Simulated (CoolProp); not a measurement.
Octamethyltrisiloxane (MDM) at 293.15 K and 0.544 MPa is throttled through a valve to 0.278 MPa with no heat exchange. Each further row changes one setting.

Computed with CoolProp (reference Helmholtz-energy equation of state, Thol 2017).

```tsv
case	temperature change (K)	final density (kg/m³)
as stated	+0.1	821
outlet pressure 0.0834 MPa	+0.2	820
outlet pressure 0.361 MPa	+0.1	821
```
